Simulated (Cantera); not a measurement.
Feed: 1 mol Zr, 0.19 mol N2O, 13 mol N2, equilibrated at 1 atm.

Method: chemical equilibrium by Gibbs-energy minimisation in Cantera with the NASA 1993 tables (ideal gas, pure condensed phases). Candidate condensed phases: Zr, ZrN, ZrO2; 13 gas species. Mutual solubility and eutectic melting of coexisting phases are not modelled. ZrN: taken at fixed stoichiometry. Condensed phases not in the tables: solid solutions among these carbides, nitrides and lower oxides. Rates play no part.

x: gas mole fraction; n: condensed amount in mol.

| T (°C) | x N2 | x ZrO | x ZrO2 | x NO | x N | x O | x Zr | n ZrN(s) | n ZrO2(tetragonal) | n ZrO2(s) |
|---|---|---|---|---|---|---|---|---|---|---|
| 1400 | 1.00 | <1e-12 | <1e-12 | 6.75e-12 | 3.20e-12 | <1e-12 | <1e-12 | 0.905 | 0.0950 | 0 |
| 1550 | 1.00 | 2.08e-12 | <1e-12 | 9.81e-11 | 5.44e-11 | 1.33e-12 | <1e-12 | 0.905 | 0.0950 | 0 |
| 1700 | 1.00 | [?] | [?] | [?] | [?] | [?] | <1e-12 | 0.905 | 0.0950 | 0 |
| 1850 | 1.00 | 3.36e-9 | 4.85e-10 | 6.69e-9 | 4.78e-9 | 4.18e-10 | 1.19e-12 | 0.905 | 0.0950 | 0 |
| 2000 | 1.00 | 6.39e-8 | 8.67e-9 | 3.64e-8 | 2.88e-8 | 4.21e-9 | 4.25e-11 | 0.905 | 0.0950 | 0 |
| 2150 | 1.000 | [?] | [?] | [?] | [?] | [?] | [?] | 0.905 | 0.0950 | 0 |
| 2300 | 1.000 | 8.05e-6 | 9.88e-7 | 6.01e-7 | 5.60e-7 | 1.92e-7 | 1.52e-8 | 0.905 | 0.0949 | 0 |
| 2450 | 1.000 | 5.99e-5 | 7.06e-6 | 1.94e-6 | 1.94e-6 | 9.48e-7 | 1.75e-7 | 0.905 | 0 | 0.0945 |

**Question.** Fill in the missing entries.

**Answer.** 
- 2150, x ZrO: 8.37e-7
- 2150, x ZrO2: 1.08e-7
- 2150, x NO: 1.61e-7
- 2150, x N: 1.39e-7
- 2150, x O: 3.19e-8
- 2150, x Zr: 9.68e-10
- 1700, x ZrO: 1.11e-10
- 1700, x ZrO2: 1.73e-11
- 1700, x NO: 9.50e-10
- 1700, x N: 6.04e-10
- 1700, x O: 2.93e-11
